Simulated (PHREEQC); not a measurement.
Dissolve 0.44 mol/kgw NaHSO4, 0.48 mol/kgw Na2HPO4 and 0.11 mol/kgw KOH at 20 °C. Closed to the air; pH follows from the charge balance.

Model: ion-association model, wateq4f.dat, run in PHREEQC.

This is a speciation only: nothing precipitates in the calculation.

### Question
Estimate the pH, activity of water.

### Answer
pH 6.09; activity of water 0.963.

### Question
In which forms is P present?

### Answer
H2PO4- 69 %, HPO4-2 22 %, NaHPO4- 8.7 %, KHPO4- 0.5 % of the P.

Caution: at this ionic strength the ion-association model is outside its range; a Pitzer model would be the better tool where its parameters exist. H3PO4, which wateq4f.dat lacks, is added to it with the constant of phreeqc.dat.
